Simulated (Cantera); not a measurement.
Charge: 1 mol FeS2, a varied amount of H2, at 1675 K and 2700 Pa.

These are equilibrium values from Cantera (NASA tables, ideal gas, pure condensed phases), not measurements of a reactor. Candidate condensed phases: Fe, FeS, FeS2, S; 8 gas species. FeS: taken at fixed stoichiometry. Kinetics and transport are ignored.

At 29 mol H2, list the 6 most abundant gas species with their mole fractions, and the condensed phases.

H2 0.971, H2S 0.0205, S2 0.00574, SH 0.00225, H 0.000696, Fe 0.000141. Condensed: FeS(l).
